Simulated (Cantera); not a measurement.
# Stirred combustor or abatement burner

A perfectly stirred reactor is fed with CH4 : CO : O2 : N2 : H2O : CO2 = 1 : 0.043 : 5.05 : 19 : 1.1 : 0.35 (molar parts), at 84000 Pa; it is adiabatic with a 600 K inlet, and is followed from long to short residence time, starting on the burning branch (τ in s: 0.31, 0.11, 0.038, 0.013, 0.0046, 0.0016, 0.00057, 0.0002, 7e-05, 2.5e-05, 8.6e-06).

Model: GRI-Mech 3.0 (53 species, 325 reactions), integrated in Cantera.

```csv
τ (s),T (K),x CH4,x CO,x O2,x NO,x OH,x N2O,x CH2CO
0.31,1469,1.45e-5,0.000165,0.114,1.06e-6,0.000303,6.26e-7,4.23e-9
0.11,1466,2.83e-5,0.000340,0.114,9.50e-7,0.000415,7.63e-7,1.01e-8
0.038,1461,5.71e-5,0.000719,0.114,7.27e-7,0.000566,7.63e-7,2.32e-8
0.013,1451,0.000118,0.00155,0.115,5.05e-7,0.000752,6.45e-7,5.11e-8
0.0046,1431,0.000256,0.00335,0.116,3.51e-7,0.000926,4.80e-7,1.18e-7
0.0016,1376,0.000767,0.00833,0.119,1.81e-7,0.000874,2.65e-7,5.34e-7
0.00057,600,0.0377,0.00162,0.190,<1e-12,<1e-12,<1e-12,<1e-12
0.00020,600,0.0377,0.00162,0.190,<1e-12,<1e-12,<1e-12,<1e-12
7.0e-5,600,0.0377,0.00162,0.190,<1e-12,<1e-12,<1e-12,<1e-12
2.5e-5,600,0.0377,0.00162,0.190,<1e-12,<1e-12,<1e-12,<1e-12
8.6e-6,600,0.0377,0.00162,0.190,<1e-12,<1e-12,<1e-12,<1e-12
```
x: mole fraction; the columns are a selection and need not sum to one.
